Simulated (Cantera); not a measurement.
Charge: 1 mol C2F6, 0.31 mol CH4, 0.11 mol H2.

Points: T (K) = 823, 973, 1123, 1273, 1423, 1573, 1723, 1873, 2023, 2173; P (Pa) = 1, 4.2, 18, 75, 320, 1300, 5600, 24000, 100000.

Cantera's Mixture.equilibrate('TP', solver="vcs", rtol=1e-11, max_steps=5000) on the NASA tables stopped like this:

```
ERROR: FAILURE its = 5001!

*******************************************************************************
CanteraError thrown by MultiPhase::equilibrate:
VCS solver failed. Return code: -1
*******************************************************************************
```

Task: What got this run through?

Result: This is not unique; one that fits is The failure is numerical, not chemical. The same input converged with solver="gibbs", rtol=1e-10, max_steps=50000, and the result passed a check of the equilibrium conditions:
```
    823          1  C(gr)
    973          1  C(gr)
   1123          1  C(gr)
   1273          1  C(gr)
   1423          1  C(gr)
   1573          1  C(gr)
   1723          1  C(gr)
   1873          1  C(gr)
   2023          1  C(gr)
   2173          1  C(gr)
    823        4.2  C(gr)
    973        4.2  C(gr)
   1123        4.2  C(gr)
   1273        4.2  C(gr)
   1423        4.2  C(gr)
   1573        4.2  C(gr)
   1723        4.2  C(gr)
   1873        4.2  C(gr)
   2023        4.2  C(gr)
   2173        4.2  C(gr)
    823         18  C(gr)
    973         18  C(gr)
   1123         18  C(gr)
   1273         18  C(gr)
   1423         18  C(gr)
   1573         18  C(gr)
   1723         18  C(gr)
   1873         18  C(gr)
   2023         18  C(gr)
   2173         18  C(gr)
    823         75  C(gr)
    973         75  C(gr)
   1123         75  C(gr)
   1273         75  C(gr)
   1423         75  C(gr)
   1573         75  C(gr)
   1723         75  C(gr)
   1873         75  C(gr)
   2023         75  C(gr)
   2173         75  C(gr)
    823        320  C(gr)
    973        320  C(gr)
   1123        320  C(gr)
   1273        320  C(gr)
   1423        320  C(gr)
   1573        320  C(gr)
   1723        320  C(gr)
   1873        320  C(gr)
   2023        320  C(gr)
   2173        320  C(gr)
    823       1300  C(gr)
    973       1300  C(gr)
   1123       1300  C(gr)
   1273       1300  C(gr)
   1423       1300  C(gr)
   1573       1300  C(gr)
   1723       1300  C(gr)
   1873       1300  C(gr)
   2023       1300  C(gr)
   2173       1300  C(gr)
    823       5600  C(gr)
    973       5600  C(gr)
   1123       5600  C(gr)
   1273       5600  C(gr)
   1423       5600  C(gr)
   1573       5600  C(gr)
   1723       5600  C(gr)
   1873       5600  C(gr)
   2023       5600  C(gr)
   2173       5600  C(gr)
    823    2.4e+04  C(gr)
    973    2.4e+04  C(gr)
   1123    2.4e+04  C(gr)
   1273    2.4e+04  C(gr)
   1423    2.4e+04  C(gr)
   1573    2.4e+04  C(gr)
   1723    2.4e+04  C(gr)
   1873    2.4e+04  C(gr)
   2023    2.4e+04  C(gr)
   2173    2.4e+04  C(gr)
    823      1e+05  C(gr)
    973      1e+05  C(gr)
   1123      1e+05  C(gr)
   1273      1e+05  C(gr)
   1423      1e+05  C(gr)
   1573      1e+05  C(gr)
   1723      1e+05  C(gr)
   1873      1e+05  C(gr)
   2023      1e+05  C(gr)
   2173      1e+05  C(gr)
```

The gas is ideal and each condensed phase is pure. The feed counts by its element totals alone.
